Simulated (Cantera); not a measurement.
An isothermal, constant-pressure homogeneous reactor starts with H2 : O2 = 0.024 : 1 (molar parts), equivalence ratio 0.012, at 1400 K and 14.3 Torr.

Cantera simulation using the H2/O2 subset of GRI-Mech 3.0, which has no nitrogen chemistry; the numbers are that mechanism's predictions, not measurements. Radical loss at walls, strong at low pressure, is not modelled.

x: mole fraction; the columns are a selection and need not sum to one.

```tsv
t (s)	x H2	x O2	x OH	x HO2	x H2O2
0.000300	0.0234	0.977	8.69e-7	2.29e-7	3.75e-10
0.000711	0.0233	0.976	4.43e-5	5.88e-7	1.83e-9
0.00169	0.00192	0.957	0.00472	1.73e-6	6.79e-8
0.00400	0.000201	0.956	0.00295	1.32e-6	3.41e-8
0.00949	0.000189	0.957	0.00287	1.29e-6	3.36e-8
0.0225	0.000166	0.959	0.00269	1.21e-6	3.25e-8
0.0533	…	0.964	…	…	…
0.126	7.05e-5	0.969	0.00176	7.92e-7	2.44e-8
0.300	2.74e-5	0.973	0.00110	4.57e-7	1.62e-8
0.711	7.71e-6	0.975	0.000585	1.96e-7	8.33e-9
1.69	1.89e-6	0.976	0.000290	7.37e-8	3.46e-9
4.00	4.84e-7	0.976	0.000147	3.97e-8	1.30e-9
```

**Question.** Fill in the missing entries.

**Answer.** 
- 0.0533, x H2: 0.000125
- 0.0533, x OH: 0.00233
- 0.0533, x HO2: 1.06e-6
- 0.0533, x H2O2: 2.98e-8
